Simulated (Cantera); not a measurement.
# Ignition delay

Mixture: CO : H₂ : O₂ : N₂ = 1 : 0.077 : 0.337 : 1.27 (molar parts), at 101000 Pa, adiabatic and at constant pressure. Ignition delay is the time to a rise of 400 K.

Cantera simulation using GRI-Mech 3.0 (53 species, 325 reactions); the numbers are that mechanism's predictions, not measurements. Where the delays flatten at high temperature, the 400 K rule measures the pace of heat release, not the induction time.

```csv
T0 (K),delay (ms)
1325,0.0814
1400,0.0706
1475,0.0646
1550,0.0619
1625,0.0616
```
